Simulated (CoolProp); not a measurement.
Properties of C3F8 (R218) along the isotherm 302.9 K.

The numbers come from the reference Helmholtz-energy equation of state, Lemmon 2006 in CoolProp. It is a short technical equation, of lower accuracy than the large ones.

```json
[
 {"p (MPa)": "1.02", "phase": "liquid", "density (kg/m³)": "1295", "cv (kJ/(kg K))": "0.8051", "Joule-Thomson coefficient (K/MPa)": "0.3753", "isothermal compressibility (1/MPa)": "0.01611", "conductivity (mW/(m K))": "44.1"},
 {"p (MPa)": "2.03", "phase": "liquid", "density (kg/m³)": "1315", "cv (kJ/(kg K))": "0.8021", "Joule-Thomson coefficient (K/MPa)": "0.2624", "isothermal compressibility (1/MPa)": "0.01339", "conductivity (mW/(m K))": "45.2"},
 {"p (MPa)": "3.05", "phase": "liquid", "density (kg/m³)": "___", "cv (kJ/(kg K))": "0.7998", "Joule-Thomson coefficient (K/MPa)": "0.1795", "isothermal compressibility (1/MPa)": "0.01152", "conductivity (mW/(m K))": "46.2"},
 {"p (MPa)": "4.06", "phase": "liquid", "density (kg/m³)": "1346", "cv (kJ/(kg K))": "0.7980", "Joule-Thomson coefficient (K/MPa)": "0.1164", "isothermal compressibility (1/MPa)": "0.01016", "conductivity (mW/(m K))": "47.1"},
 {"p (MPa)": "5.08", "phase": "liquid", "density (kg/m³)": "1359", "cv (kJ/(kg K))": "0.7965", "Joule-Thomson coefficient (K/MPa)": "0.06546", "isothermal compressibility (1/MPa)": "0.009101", "conductivity (mW/(m K))": "47.9"},
 {"p (MPa)": "6.09", "phase": "liquid", "density (kg/m³)": "1371", "cv (kJ/(kg K))": "0.7954", "Joule-Thomson coefficient (K/MPa)": "0.02399", "isothermal compressibility (1/MPa)": "0.008269", "conductivity (mW/(m K))": "48.8"},
 {"p (MPa)": "7.11", "phase": "liquid", "density (kg/m³)": "1382", "cv (kJ/(kg K))": "0.7944", "Joule-Thomson coefficient (K/MPa)": "___", "isothermal compressibility (1/MPa)": "0.007584", "conductivity (mW/(m K))": "49.5"},
 {"p (MPa)": "8.12", "phase": "liquid", "density (kg/m³)": "1393", "cv (kJ/(kg K))": "___", "Joule-Thomson coefficient (K/MPa)": "-0.04098", "isothermal compressibility (1/MPa)": "0.007018", "conductivity (mW/(m K))": "50.3"},
 {"p (MPa)": "9.14", "phase": "liquid", "density (kg/m³)": "1402", "cv (kJ/(kg K))": "0.7930", "Joule-Thomson coefficient (K/MPa)": "-0.06705", "isothermal compressibility (1/MPa)": "0.006533", "conductivity (mW/(m K))": "___"},
 {"p (MPa)": "10.2", "phase": "liquid", "density (kg/m³)": "1412", "cv (kJ/(kg K))": "0.7925", "Joule-Thomson coefficient (K/MPa)": "-0.09074", "isothermal compressibility (1/MPa)": "0.006102", "conductivity (mW/(m K))": "51.7"},
 {"p (MPa)": "11.2", "phase": "liquid", "density (kg/m³)": "1420", "cv (kJ/(kg K))": "0.7921", "Joule-Thomson coefficient (K/MPa)": "-0.1105", "isothermal compressibility (1/MPa)": "0.005748", "conductivity (mW/(m K))": "52.4"},
 {"p (MPa)": "12.2", "phase": "liquid", "density (kg/m³)": "1428", "cv (kJ/(kg K))": "0.7918", "Joule-Thomson coefficient (K/MPa)": "___", "isothermal compressibility (1/MPa)": "0.005437", "conductivity (mW/(m K))": "53.0"},
 {"p (MPa)": "13.2", "phase": "liquid", "density (kg/m³)": "1436", "cv (kJ/(kg K))": "0.7915", "Joule-Thomson coefficient (K/MPa)": "-0.1441", "isothermal compressibility (1/MPa)": "0.005160", "conductivity (mW/(m K))": "53.7"}
]
```

Question: Some entries are withheld; supply them.

Answer: 
- 3.05, density (kg/m³): 1331
- 7.11, Joule-Thomson coefficient (K/MPa): -0.01120
- 8.12, cv (kJ/(kg K)): 0.7937
- 9.14, conductivity (mW/(m K)): 51.0
- 12.2, Joule-Thomson coefficient (K/MPa): -0.1282

Thermal conductivity comes from a separate model (Huber 2003), an estimate that may be off by 10 % or more.
